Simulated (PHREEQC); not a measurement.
A made-up water analysis in mg/L, 25 °C, pH 6.67, pe 10.4: Na 9.46; K 2.67; Ca 32.9; Mg 0.191; Cl 69.7; S(6) as SO4 2.8; Alkalinity as HCO3 6.33; N(5) as NO3 0.198.

Na is adjusted to close the charge balance.
Valence states are taken as typed.

Equilibrium calculation in PHREEQC: ion-association model, wateq4f.dat.

No solid was allowed to form.

### Question
Order these S species by the share of S that they hold, largest first: CaSO4, SO4-2, NaSO4-, MgSO4.

### Answer
SO4-2 (90 %), CaSO4 (9.2 %), NaSO4- (0.15 %), MgSO4 (0.10 %)

### Question
Order these C species by the share of C that they hold, largest first: HCO3-, CaHCO3+, CO2.

### Answer
HCO3- (68 %), CO2 (31 %), CaHCO3+ (0.56 %)

The pH is 6.67 and the ionic strength 0.00298 mol/kgw.
